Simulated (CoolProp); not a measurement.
Aqueous potassium formate as a coolant, at -19 °C, 1 atm.

Values from CoolProp's Melinder's fits for secondary coolants.

```csv
mass %,freezing point (°C),conductivity (W/(m K)),cp (kJ/(kg K)),density (kg/m³),viscosity (mPa s)
29.6,…,0.494,3.086,1199,5.03
33.9,…,0.485,2.963,1231,…
38.2,-32.1,0.476,2.852,…,5.89
42.5,-39.3,0.465,2.750,1296,6.61
46.8,-47.5,…,2.650,…,8.02
```

Problem. Some entries are withheld; supply them.

Solution. 
- 29.6, freezing point (°C): -20.7
- 33.9, freezing point (°C): -26.0
- 33.9, viscosity (mPa s): 5.42
- 38.2, density (kg/m³): 1263
- 46.8, conductivity (W/(m K)): 0.454
- 46.8, density (kg/m³): 1332
